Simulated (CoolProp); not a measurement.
Saturation properties of chlorine (Tc = 416.9 K, pc = 7.642 MPa, ω = 0.070).

Values from CoolProp's reference Helmholtz-energy equation of state, Thol 2021.

```csv
T (K),p (MPa),enthalpy of vaporisation (kJ/kg),liquid cp (kJ/(kg K)),vapour Z
279.6,(withheld),261.7,0.9680,0.9254
292.2,(withheld),(withheld),0.9838,0.9041
304.7,0.9228,242.7,1.004,0.8797
317.3,1.261,231.8,1.030,0.8519
329.8,1.678,(withheld),1.063,0.8207
342.4,2.188,206.8,1.106,0.7855
354.9,2.795,192.2,1.166,0.7462
367.5,3.516,175.5,1.253,(withheld)
380.1,4.358,156.0,1.393,(withheld)
```

### Question
Complete the blanks.

### Answer

- 279.6, p (MPa): 0.4524
- 292.2, p (MPa): 0.6578
- 292.2, enthalpy of vaporisation (kJ/kg): 252.5
- 329.8, enthalpy of vaporisation (kJ/kg): 220.0
- 367.5, vapour Z: 0.7013
- 380.1, vapour Z: 0.6493

It boils at 239.2 K under 1 atm.
